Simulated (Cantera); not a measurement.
A closed system holds: 1 mol CuO, 240 mol H₂, 1.6 mol H₂O, 0.11 mol N₂, held at 0.390 Torr.

Method: chemical equilibrium by Gibbs-energy minimisation in Cantera with the NASA 1993 tables (ideal gas, pure condensed phases). Candidate condensed phases: Cu, CuO, Cu(OH)₂, Cu₂O, H₂O; 27 gas species. Rates play no part.

x: gas mole fraction; n: condensed amount in mol.

```json
[
 {"T (K)": "948", "x H₂": "0.989", "x H": "2.29e-8", "x H₂O": "0.0108", "x Cu": "3.32e-9", "n Cu(s)": "1.000"},
 {"T (K)": "1048", "x H₂": "0.989", "x H": "3.37e-7", "x H₂O": "0.0108", "x Cu": "1.88e-7", "n Cu(s)": "1.000"},
 {"T (K)": "1148", "x H₂": "0.989", "x H": "3.12e-6", "x H₂O": "0.0108", "x Cu": "5.23e-6", "n Cu(s)": "0.999"},
 {"T (K)": "1248", "x H₂": "0.989", "x H": "___", "x H₂O": "0.0108", "x Cu": "___", "n Cu(s)": "0.980"},
 {"T (K)": "1348", "x H₂": "0.988", "x H": "0.000101", "x H₂O": "0.0107", "x Cu": "0.000901", "n Cu(s)": "0.782"},
 {"T (K)": "1448", "x H₂": "0.984", "x H": "0.000401", "x H₂O": "0.0107", "x Cu": "0.00412", "n Cu(s)": "0"},
 {"T (K)": "1548", "x H₂": "0.983", "x H": "0.00134", "x H₂O": "0.0107", "x Cu": "0.00412", "n Cu(s)": "0"},
 {"T (K)": "1648", "x H₂": "0.981", "x H": "0.00387", "x H₂O": "0.0107", "x Cu": "0.00411", "n Cu(s)": "0"},
 {"T (K)": "1748", "x H₂": "0.975", "x H": "___", "x H₂O": "0.0107", "x Cu": "0.00410", "n Cu(s)": "0"},
 {"T (K)": "1848", "x H₂": "0.962", "x H": "0.0228", "x H₂O": "0.0106", "x Cu": "0.00407", "n Cu(s)": "0"},
 {"T (K)": "1948", "x H₂": "0.937", "x H": "0.0480", "x H₂O": "0.0104", "x Cu": "0.00402", "n Cu(s)": "0"},
 {"T (K)": "2048", "x H₂": "0.893", "x H": "0.0928", "x H₂O": "0.0101", "x Cu": "0.00393", "n Cu(s)": "0"},
 {"T (K)": "2148", "x H₂": "0.820", "x H": "0.166", "x H₂O": "0.00954", "x Cu": "0.00378", "n Cu(s)": "0"}
]
```

Some entries are withheld; supply them.


- 1748, x H: 0.00989
- 1248, x H: 2.04e-5
- 1248, x Cu: 8.47e-5
